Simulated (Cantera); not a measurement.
Charge: 1 mol borazine, 2.1 mol NH₃, 0.4 mol N₂, held at 2300 K and 1.00 bar.

Equilibrium computed with Cantera from the NASA thermochemical tables; the gas is ideal and each condensed phase is pure. Candidate condensed phases: B, BN; 15 gas species. The feed counts by its element totals alone. The tables' values for BH₂ are old estimates; treat these amounts as uncertain. Kinetics and transport are ignored.

Base state: H₂ 0.801, N₂ 0.190, H 0.00866, BH₂ 0.000290 (mole fractions); condensed: BN(s).

Problem. What changes in the equilibrium state with this change: temperature from 2300 K to 1873.15 K?

Solution. 
```tsv
species	before	after
H₂	0.801	0.809
N₂	0.190	0.191
H	0.00866	0.000581
BH₂	0.000290	1.57e-6
BN(s), mol	3.00	3.00
```
